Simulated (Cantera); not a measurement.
A perfectly stirred reactor is fed with CH₄ : H₂ : O₂ : N₂ = 1 : 0.21 : 1.32 : 4.95 (molar parts), equivalence ratio 1.6, at 8.19 atm; it is adiabatic with a 323 K inlet, and is followed from long to short residence time, starting on the burning branch (τ in s: 0.035, 0.019, 0.011, 0.0059, 0.0033, 0.0018, 0.001, 0.00057, 0.00032, 0.00018, 9.7e-05, 5.4e-05, 3e-05).

Computed with Cantera and GRI-Mech 3.0 (53 species, 325 reactions).

```tsv
quantity	before	after
blow-out, bracketed by the residence times tried	burning at 0.570 ms, out at 0.320 ms	burning at 97.0 µs, out at 54.0 µs
x(CH₄) at τ = 35.0 ms	0.00588	0.000600
x(H₂) at τ = 35.0 ms	0.0819	0.0984
x(O₂) at τ = 35.0 ms	0.000380	5.83e-5
x(NO) at τ = 35.0 ms	2.04e-6	5.77e-5
x(C₂H₆) at τ = 35.0 ms	4.62e-6	5.98e-8
x(CH₄) at τ = 1.00 ms	0.0156	0.00471
x(H₂) at τ = 1.00 ms	0.0558	0.0813
x(O₂) at τ = 1.00 ms	0.00824	0.00155
x(NO) at τ = 1.00 ms	6.23e-7	4.08e-5
x(C₂H₆) at τ = 1.00 ms	0.000123	6.21e-6
```

### Question
Name the change that produced these shifts.
A) pressure from 8.19 atm to 0.326 atm
B) pressure from 8.19 atm to 0.987 atm
C) inlet temperature 323 to 700 K
D) inlet temperature 323 to 350 K

### Answer
C, inlet temperature 323 to 700 K
